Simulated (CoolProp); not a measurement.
Saturation properties of isobutane.

The numbers come from the reference Helmholtz-energy equation of state, Bücker 2006 in CoolProp.

```
T (K)  p (kPa)  liquid density (kg/m³)  enthalpy of vaporisation (kJ/kg)  vapour Z  surface tension (mN/m)  liquid conductivity (mW/(m K))
-----  -------  ----------------------  --------------------------------  --------  ----------------------  ------------------------------
188.3      ___                   669.2                             423.2    0.9982                    22.8                             134
191.7      ___                   665.9                             420.7    0.9978                    22.4                             132
195.1    2.643                   662.5                             418.1    0.9972                    22.0                             131
198.5    3.416                   659.2                             415.5    0.9966                    21.6                             130
201.9    4.372                   655.8                             413.0    0.9959                    21.2                             ___
205.4    5.580                   652.3                             410.3       ___                    20.8                             127
208.8    7.009                   649.0                             407.8       ___                     ___                             125
212.2    8.730                   645.5                             405.2    0.9931                    20.0                             124
215.6    10.79                   642.1                             402.6    0.9920                    19.6                             122
219      13.22                   638.7                             399.9       ___                    19.2                             121
222.4    16.10                   635.2                             397.3    0.9892                    18.8                             119
```

Task: Some entries are withheld; supply them.

Result: 
- 188.3, p (kPa): 1.532
- 191.7, p (kPa): 2.023
- 201.9, liquid conductivity (mW/(m K)): 128
- 205.4, vapour Z: 0.9951
- 208.8, vapour Z: 0.9942
- 208.8, surface tension (mN/m): 20.4
- 219, vapour Z: 0.9906

It boils at 261.4 K under 1 atm.

Thermal conductivity comes from a separate model (Perkins 2002). Surface tension comes from a separate correlation (Mulero 2012).
